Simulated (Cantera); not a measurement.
**Cu + CO (metals in furnace atmospheres)**

A closed system holds: 1 mol Cu, 0.63 mol CO, equilibrated at 1.00 bar.

Method: chemical equilibrium by Gibbs-energy minimisation in Cantera with the NASA 1993 tables (ideal gas, pure condensed phases). Candidate condensed phases: C, Cu, CuO, Cu2O; 15 gas species. Rates play no part.

| T (°C) | x CO | x CO2 | x Cu | x Cu2 | n C(graphite) | n Cu(s) | n Cu(l) |
|---|---|---|---|---|---|---|---|
| 902 | 0.974 | 0.0257 | 6.05e-9 | <1e-12 | 0.0158 | 1.00 | 0 |
| 977 | 0.991 | 0.00944 | 4.64e-8 | 2.29e-12 | 0.00589 | 1.00 | 0 |
| 1052 | 0.996 | 0.00383 | 2.81e-7 | 2.93e-11 | 0.00240 | 1.00 | 0 |
| 1127 | 0.998 | 0.00171 | 1.35e-6 | 2.63e-10 | 0.00108 | 0 | 1.000 |
| 1202 | 0.999 | 0.000830 | 5.36e-6 | 1.78e-9 | 0.000522 | 0 | 1.000 |
| 1277 | 1.000 | 0.000433 | 1.86e-5 | 9.94e-9 | 0.000273 | 0 | 1.000 |
| 1352 | 1.000 | 0.000240 | 5.71e-5 | 4.69e-8 | 0.000151 | 0 | 1.000 |
| 1427 | 1.000 | 0.000141 | 0.000159 | 1.92e-7 | 8.89e-5 | 0 | 1.000 |
| 1502 | 1.000 | 8.68e-5 | 0.000404 | 6.94e-7 | 0 | 0 | 1.000 |
| 1577 | 0.999 | 5.57e-5 | 0.000950 | 2.25e-6 | 0 | 0 | 0.999 |
| 1652 | 0.998 | 3.70e-5 | 0.00208 | 6.60e-6 | 0 | 0 | 0.999 |
x: gas mole fraction; n: condensed amount in mol.

From 902 °C to 1052 °C the condensed part is C(graphite) + Cu(s). From 1127 °C to 1427 °C the condensed part is C(graphite) + Cu(l). From 1502 °C to 1652 °C the condensed part is Cu(l).
